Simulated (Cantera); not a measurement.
A closed system holds: 1 mol Pb, 0.051 mol CO₂, 5.6 mol H₂, 0.44 mol CO, equilibrated at 1900 Pa.

Cantera equilibrium calculation (NASA polynomials, part measured and part estimated; ideal gas, pure solids and liquids). Candidate condensed phases: C, C₆H₆, C₇H₈, C₈H₁₈, H₂O, Pb, PbO, PbO₂, Pb₃O₄; 113 gas species. The numbers say what is thermodynamically allowed, not how fast it happens. All values below are at 1250 K.

Base state: H₂ 0.847, CO 0.0745, Pb 0.0704, H₂O 0.00737, CO₂ 0.000414 (mole fractions); condensed: Pb(l).

Q: What changes in the equilibrium state with this change: pressure from 1900 Pa to 35.0 Pa?

A: 
```json
[
 {"species": "H₂", "before": "0.847", "after": "0.783"},
 {"species": "Pb", "before": "0.0704", "after": "0.141"},
 {"species": "CO", "before": "0.0745", "after": "0.0689"},
 {"species": "H", "before": "3.23e-6", "after": "2.29e-5"},
 {"species": "H₂O", "before": "0.00737", "after": "0.00681"},
 {"species": "Pb(l), mol", "before": "0.539", "after": "0"}
]
```
